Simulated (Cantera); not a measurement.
A closed system holds: 1 mol CuO, 1.7 mol F₂, 0.12 mol O₂, at 0.100 bar.

Method: chemical equilibrium by Gibbs-energy minimisation in Cantera with the NASA 1993 tables (ideal gas, pure condensed phases). Candidate condensed phases: Cu, CuF₂, CuO, Cu₂O; 13 gas species. Equilibrium is a limit: real reactors are often held back by kinetics, nucleation or transport.

Problem. At 1650 K, list the 5 most abundant gas species with their mole fractions, and the condensed phases.

Solution. F 0.462, CuF₂ 0.331, O₂ 0.205, F₂ 0.000850, CuF 0.000460. Condensed: gas only.
